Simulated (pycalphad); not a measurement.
CALPHAD calculation (pycalphad, COST 507 light-alloy database (1999)), 1 atm. These are 1990s assessments: newer ones move some temperatures and phases. Diffusion is slow at the low end, where real alloys seldom reach equilibrium.

**Question.** How does the equilibrium phase assembly of Ti-1.68Hf-4.58B (at.%) change on cooling from 2577 °C to 277 °C?

**Answer.** 
```csv
T (°C),phases above,phases below
1575.2,liquid,bcc + liquid
1541.1,bcc + liquid,bcc + BM
869.9,bcc + BM,bcc + BM + hcp
865.8,bcc + BM + hcp,BM + hcp
```
Changes were sought between steps of 100 K, so a narrower field can be missed.

Database names, with the compositions (at.%) that they take in these runs: BM: Ti 50 B 50.
